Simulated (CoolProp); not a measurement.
Saturation properties of o-xylene.

Computed with CoolProp (reference Helmholtz-energy equation of state, Zhou 2012).

| T (K) | p (MPa) | liquid density (kg/m³) | vapour Z | liquid viscosity (µPa s) |
|---|---|---|---|---|
| 397.7 | 0.05813 | 788.4 | 0.9671 | 285 |
| 407.3 | 0.07669 | 779.3 | 0.9604 | 265 |
| 416.8 | 0.09941 | 770.2 | 0.9529 | 248 |
| 426.4 | 0.1274 | 760.8 | 0.9445 | 232 |
| 436 | 0.1613 | 751.2 | 0.9351 | 218 |
| 445.6 | 0.2018 | 741.3 | 0.9248 | 205 |
| 455.2 | 0.2498 | 731.3 | 0.9135 | 193 |
| 464.7 | 0.3054 | 721.1 | 0.9013 | 182 |
| 474.3 | 0.3708 | 710.5 | 0.8878 | 172 |
| 483.9 | 0.4464 | 699.5 | 0.8731 | 162 |

It boils at 417.5 K under 1 atm.

Viscosity comes from a separate model (Cao 2016).
